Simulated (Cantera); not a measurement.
A perfectly stirred reactor is fed with 20.1 % CO, 1.71 % H2, 14.5 % O2, 54.6 % N2, 9.04 % CO2, at 1.01 bar; it is adiabatic with a 700 K inlet, and is followed from long to short residence time, starting on the burning branch (τ in s: 0.051, 0.023, 0.01, 0.0045, 0.002, 0.00088, 0.00039, 0.00017, 7.6e-05).

Cantera simulation using GRI-Mech 3.0 (53 species, 325 reactions); the numbers are that mechanism's predictions, not measurements.

One state of this run: T (K) = 1844; x CO = 0.0608; x H2 = 0.000810; x O2 = 0.0658; x H2O2 = 1.19e-7; x NO = 7.12e-5; x OH = 0.00327; x O = 0.00781. x: mole fraction; the columns are a selection and need not sum to one.

**Question.** Which value of τ (s) does it belong to?
A. 0.0020
B. 0.00039
C. 0.00017
D. 0.010

**Answer.** A, 0.0020
